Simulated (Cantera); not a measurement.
**Premixed flame**

A freely propagating, adiabatic, planar premixed flame of C2H4 : O2 : N2 : H2O = 1 : 2.14 : 8.06 : 3 (molar parts), unburnt at 700 K and 4.93 atm; unity-Lewis-number transport, grid criteria slope 0.08 and curve 0.16, no radiation.

Cantera simulation using GRI-Mech 3.0 (53 species, 325 reactions); the numbers are that mechanism's predictions, not measurements. GRI-Mech 3.0 was tuned for natural gas; its chemistry of ethylene as a main component is partial and can be far from experiment. Unity Lewis numbers drop preferential diffusion, which matters most where H2 and H carry the flame. Burning velocities carry a grid error of a few per cent, more on coarse grids.

```csv
z (mm),T (K),u (m/s),x C2H4,x O2,x H2O,x CH2CO,x CH4,x HCN
-0.283,700,1.02,0.0704,0.151,0.211,1.62e-6,8.57e-7,<1e-8
-0.189,703,1.02,0.0703,0.150,0.211,1.27e-5,6.73e-6,1.15e-8
-0.142,708,1.03,0.0699,0.150,0.212,4.06e-5,2.14e-5,3.65e-8
-0.0944,741,1.08,0.0679,0.146,0.214,0.000208,0.000110,1.87e-7
-0.0472,965,1.42,0.0537,0.122,0.227,0.00139,0.000734,1.25e-6
-0.0236,1269,1.89,0.0338,0.0883,0.246,0.00294,0.00163,2.85e-6
0,1613,2.46,0.0125,0.0502,0.267,0.00291,0.00227,5.59e-6
0.0236,1851,2.86,0.00248,0.0247,0.279,0.00108,0.00157,9.58e-6
0.0472,1988,3.07,0.000265,0.0110,0.282,0.000232,0.000680,1.28e-5
0.0944,2086,3.22,1.78e-6,0.00228,0.281,1.42e-5,8.85e-5,1.18e-5
0.189,2127,3.28,1.67e-8,0.000364,0.279,5.74e-7,4.94e-6,6.50e-6
0.378,2146,3.30,<1e-8,8.74e-5,0.280,2.67e-8,3.66e-7,3.22e-6
0.755,2155,3.31,<1e-8,2.46e-5,0.280,<1e-8,5.43e-8,1.68e-6
```
x: mole fraction of selected species; z is measured from the peak of heat release.

- laminar burning velocity = 101 cm/s
- thermal thickness = 0.0944 mm
- peak x(CH2CO) = 0.00335
- peak x(CH4) = 0.00227
- peak x(HCN) = 1.33e-5
- grid points = 137
